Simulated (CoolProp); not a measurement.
A simple Rankine cycle with trans-2-butene: condensing at 298.15 K, boiler at 0.719 MPa, turbine inlet 354 K, turbine efficiency 0.65, pump efficiency 0.8, no recuperator. Each further row changes one setting.

Model: reference Helmholtz-energy equation of state, Lemmon 2005, in CoolProp. It is a short technical equation, of lower accuracy than the large ones.

```tsv
case	thermal efficiency (%)	net work (kJ/kg)	heat in (kJ/kg)	turbine exit temperature (K)	volume ratio over the turbine
as stated	6.9	31.9	461	326.2	…
turbine inlet 374 K	6.9	34.5	501	347.2	3.06
condensing temperature 290.15 K	8.2	…	480	320.7	3.98
boiler pressure 0.503 MPa	4.9	22.9	470	…	2.13
turbine efficiency 0.55	5.8	26.8	461	329.1	3.12
```

Question: Fill in the missing entries.

Answer: 
- as stated, volume ratio over the turbine: 3.09
- condensing temperature 290.15 K, net work (kJ/kg): 39.2
- boiler pressure 0.503 MPa, turbine exit temperature (K): 336.1
